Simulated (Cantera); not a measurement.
Thermodynamics of carbon deposition, reforming and gasification, feed CO + CO2

Feed: 1 mol CO, 0.23 mol CO2, equilibrated at 2000 K and 0.0410 bar.

Method: chemical equilibrium by Gibbs-energy minimisation in Cantera with the NASA 1993 tables (ideal gas, pure condensed phases). Candidate condensed phases: C; 12 gas species. The numbers say what is thermodynamically allowed, not how fast it happens.

```yaml
x(CO): 0.813
x(CO2): 0.187
x(O): 4.96e-6
x(O2): 2.26e-6
gas_amount: 1.230 mol
log10 activity of C(graphite) (absent): -5.43
```
